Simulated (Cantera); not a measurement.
A freely propagating, adiabatic, planar premixed flame of C2H6 : O2 : N2 : H2O = 1 : 2.92 : 11 : 0.85 (molar parts), equivalence ratio 1.2, unburnt at 448 K and 7500 Torr; mixture-averaged transport, grid criteria slope 0.08 and curve 0.16, no radiation.

Cantera simulation using GRI-Mech 3.0 (53 species, 325 reactions); the numbers are that mechanism's predictions, not measurements. Burning velocities carry a grid error of a few per cent, more on coarse grids.

x: mole fraction of selected species; z is measured from the peak of heat release.

```tsv
z (mm)	T (K)	u (m/s)	x C2H6	x O2	x NO	x CO2	x C2H	x OH
-0.200	448	0.333	0.0633	0.185	<1e-8	1.15e-6	<1e-8	<1e-8
-0.133	454	0.338	0.0631	0.184	<1e-8	2.54e-5	<1e-8	<1e-8
-0.100	472	0.353	0.0626	0.182	1.23e-8	0.000130	<1e-8	<1e-8
-0.0667	588	0.445	0.0594	0.170	1.41e-7	0.00126	<1e-8	<1e-8
-0.0334	1062	0.827	0.0388	0.122	3.08e-6	0.00966	<1e-8	1.14e-6
-0.0167	1476	1.17	0.0143	0.0767	1.09e-5	0.0208	___	7.93e-5
0	1854	1.49	0.000616	0.0331	2.16e-5	0.0370	___	0.000809
0.0167	2038	1.64	2.40e-6	0.0112	3.70e-5	0.0524	___	0.00216
0.0334	2103	1.68	3.01e-8	0.00396	4.99e-5	0.0622	___	0.00269
0.0667	2147	1.71	<1e-8	0.000925	6.06e-5	0.0695	___	0.00228
0.133	2176	1.73	<1e-8	0.000229	6.57e-5	0.0717	<1e-8	0.00140
0.267	2191	1.74	<1e-8	5.80e-5	6.75e-5	0.0719	<1e-8	0.000736
0.534	2196	1.74	<1e-8	1.70e-5	6.80e-5	0.0720	<1e-8	0.000420
```

Question: Some entries are withheld; supply them.

Answer: 
- -0.0167, x C2H: 2.86e-8
- 0, x C2H: 1.33e-6
- 0.0167, x C2H: 1.78e-6
- 0.0334, x C2H: 4.02e-7
- 0.0667, x C2H: 1.56e-8
